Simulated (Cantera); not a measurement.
Standard-state values (1 bar) from the NASA 1993 polynomials, evaluated with Cantera. Values are per mole of reaction as written; species without (g) are pure solids or liquids, kept so even where they would boil at 1 bar. The tables' values for C2F4 are old estimates.

8 CH2F2(g) → 6 F2(g) + 2 C3H8(g) + C2F4(g)

| T (K) | ΔH° (kJ) | ΔS° (J/K) | ΔG° (kJ) | log10 K |
|---|---|---|---|---|
| 300 | ? | ? | ? | ? |
| 975 | 2785.9 | 146.3 | 2643.3 | -141.61 |
| 1125 | 2789.5 | 149.6 | 2621.1 | -121.70 |
| 1275 | 2792.7 | 152.3 | 2598.4 | -106.45 |
| 1425 | 2795.6 | 154.5 | 2575.4 | -94.40 |
| 1575 | 2798.1 | 156.2 | 2552.1 | -84.64 |
| 1725 | ? | ? | ? | ? |
| 1875 | ? | ? | ? | ? |
| 2025 | 2804.1 | 159.6 | 2481.0 | -64.00 |
| 2175 | ? | ? | ? | ? |
| 2325 | 2806.7 | 160.7 | 2432.9 | -54.66 |

Question: Fill in the missing entries.

Answer: 
- 300, ΔH° (kJ): 2754.0
- 300, ΔS° (J/K): 84.5
- 300, ΔG° (kJ): 2728.6
- 300, log10 K: -475.09
- 1725, ΔH° (kJ): 2800.4
- 1725, ΔS° (J/K): 157.6
- 1725, ΔG° (kJ): 2528.6
- 1725, log10 K: -76.57
- 1875, ΔH° (kJ): 2802.4
- 1875, ΔS° (J/K): 158.7
- 1875, ΔG° (kJ): 2504.9
- 1875, log10 K: -69.78
- 2175, ΔH° (kJ): 2805.5
- 2175, ΔS° (J/K): 160.2
- 2175, ΔG° (kJ): 2457.0
- 2175, log10 K: -59.01
